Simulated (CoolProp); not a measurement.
Vapour-liquid equilibrium of chloromethane (R40) (1) + isobutene (2) at 2.01 bar; x and y are mole fractions of (1).

The numbers come from the multi-fluid Helmholtz-energy mixture model, Thol 2014 and Lemmon 2005; pair parameters Bell 2016 in CoolProp.

Give the bubble temperature and the first vapour's composition at x = 0.35, 0.65, 0.85. Is there an azeotrope?

x = 0.35: 274.8 K, y = 0.518; x = 0.65: 270.0 K, y = 0.762; x = 0.85: 267.7 K, y = 0.900. No azeotrope shows between x = 0.05 and 0.95.

Pair parameters are fitted to limited data, so mixtures are less certain than the pure fluids.
